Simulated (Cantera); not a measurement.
Mixture: 27.2 % H₂, 15.3 % O₂, 57.5 % N₂, equivalence ratio 0.89, at 1.00 atm, adiabatic and at constant volume. Ignition delay is the time to a rise of 400 K.

Cantera simulation using the H2/O2 subset of GRI-Mech 3.0, which has no nitrogen chemistry; the numbers are that mechanism's predictions, not measurements. Where the delays flatten at high temperature, the 400 K rule measures the pace of heat release, not the induction time.

**Question.** Predict: delay at 1050 K; delay at 1150 K; delay at 1250 K; delay at 1350 K; delay at 1450 K.

**Answer.** 
```json
{
 "delay at 1050 K": "0.137 ms",
 "delay at 1150 K": "59.3 µs",
 "delay at 1250 K": "34.5 µs",
 "delay at 1350 K": "23.1 µs",
 "delay at 1450 K": "17.3 µs"
}
```
